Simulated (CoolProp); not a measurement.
The numbers come from the reference Helmholtz-energy equation of state, Gao 2022 in CoolProp.

Q: For n-perfluorohexane, give the phase and the Z, speed of sound (m/s), Joule-Thomson coefficient (K/MPa) at -46.45 °C and 0.101 MPa.

A: 
- -46.45 °C and 0.101 MPa: liquid; Z 0.00966, speed of sound 703, Joule-Thomson coefficient -0.379
